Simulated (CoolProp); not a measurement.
R245fa along the isotherm 440 K: fugacity coefficient from the reference equation and from simpler models built on Tc = 427.0 K, pc = 3.651 MPa, ω = 0.378; each cubic takes its own stable root.

Computed with CoolProp (reference Helmholtz-energy equation of state, Akasaka 2015).

```
p (MPa)  phase  reference  van der Waals  Redlich-Kwong  Soave-Redlich-Kwong  Peng-Robinson
-------  -----  ---------  -------------  -------------  -------------------  -------------
0.166      gas     0.9865         0.9875         0.9858               0.9861         0.9845
0.332      gas     0.9731         0.9750         0.9717               0.9723         0.9691
0.498      gas     0.9598         0.9625         0.9577               0.9586         0.9538
0.664      gas     0.9464         0.9500         0.9438               0.9450         0.9387
0.83       gas     0.9332         0.9376         0.9299               0.9314         0.9237
0.996      gas     0.9199         0.9251         0.9161               0.9179         0.9088
1.16       gas     0.9069         0.9129         0.9026               0.9047         0.8942
1.33       gas     0.8934         0.9002         0.8886               0.8910         0.8792
1.49       gas     0.8807         0.8882         0.8755               0.8782         0.8652
1.66       gas     0.8672         0.8755         0.8616               0.8646         0.8505
1.83       gas     0.8538         0.8628         0.8477               0.8511         0.8358
```
